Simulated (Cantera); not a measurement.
Cantera with NASA thermochemical tables; ideal gases at 1 bar, condensed phases pure. Values are per mole of reaction as written; species without (g) are pure solids or liquids, kept so even where they would boil at 1 bar.

Task: Between 423 and 723 K, where is each reaction favourable under standard conditions?
- H2(g) + Br2(g) → 2 HBr(g)
- Ba + Br2(g) → BaBr2
- Hg + Br2(g) → HgBr2

Result: 
- H2(g) + Br2(g) → 2 HBr(g): ΔG° is -113 kJ at 423 K and -118 kJ at 723 K; it stays negative (K > 1). ΔH° is -107 kJ and ΔS° 15 J/K at 723 K.
- Ba + Br2(g) → BaBr2: ΔG° is -722 kJ at 423 K and -676 kJ at 723 K; it stays negative (K > 1). ΔH° is -783 kJ and ΔS° -148 J/K at 723 K.
- Hg + Br2(g) → HgBr2: ΔG° is -137 kJ at 423 K and -102 kJ at 723 K; it stays negative (K > 1). ΔH° is -172 kJ and ΔS° -96 J/K at 723 K.
